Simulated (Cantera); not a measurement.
A closed system holds: 1 mol Zr, 3.2 mol N2O, 7.9 mol H2, 0.34 mol H2O, at 0.100 bar.

Equilibrium computed with Cantera from the NASA thermochemical tables; the gas is ideal and each condensed phase is pure. Candidate condensed phases: H2O, Zr, ZrN, ZrO2; 28 gas species. Rates play no part.

### Question
At 2550 K, list the 6 most abundant gas species with their mole fractions, and the condensed phases.

### Answer
H2 0.530, N2 0.269, H2O 0.125, H 0.0718, OH 0.00372, O 0.000329. Condensed: ZrO2(tetragonal).
